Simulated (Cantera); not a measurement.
A perfectly stirred reactor is fed with NO : N₂ : H₂O = 1 : 0.15 : 0.037 (molar parts), at 1.90 bar; it is held at 1723 K, and followed from long to short residence time.

Detailed kinetics in Cantera: GRI-Mech 3.0 (53 species, 325 reactions).

Question: Predict: x(NO) at τ = 3.60 s; x(O₂) at τ = 3.60 s; x(NO₂) at τ = 3.60 s; x(N₂) at τ = 3.60 s; x(N₂O) at τ = 3.60 s; x(NO) at τ = 0.170 s; x(O₂) at τ = 0.170 s; x(NO₂) at τ = 0.170 s; x(N₂) at τ = 0.170 s; x(N₂O) at τ = 0.170 s.

Answer: 
| Quantity | Result |
|---|---|
| x(NO) at τ = 3.60 s | 0.470 |
| x(O₂) at τ = 3.60 s | 0.185 |
| x(NO₂) at τ = 3.60 s | 0.00181 |
| x(N₂) at τ = 3.60 s | 0.312 |
| x(N₂O) at τ = 3.60 s | 7.67e-5 |
| x(NO) at τ = 0.170 s | 0.795 |
| x(O₂) at τ = 0.170 s | 0.0227 |
| x(NO₂) at τ = 0.170 s | 0.00118 |
| x(N₂) at τ = 0.170 s | 0.150 |
| x(N₂O) at τ = 0.170 s | 0.000223 |
